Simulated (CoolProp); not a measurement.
Vapour-liquid equilibrium of cyclohexane (1) + n-nonane (2) at 0.0111 MPa; x and y are mole fractions of (1).

Computed with CoolProp (multi-fluid Helmholtz-energy mixture model, Zhou 2014 and Lemmon 2006; pair parameters Bell 2016).

### Question
Give the bubble temperature and the first vapour's composition at x = 0.2, 0.35, 0.65. Is there an azeotrope?

### Answer
x = 0.2: 327.4 K, y = 0.778; x = 0.35: 317.0 K, y = 0.893; x = 0.65: 304.1 K, y = 0.972. No azeotrope shows between x = 0.05 and 0.95.

The pair parameters rest on a limited set of measurements; away from them the model extrapolates. The gap from Raoult's law changes sign with composition, which may be real or a fault of the pair parameters; it wasn't checked against measurements.
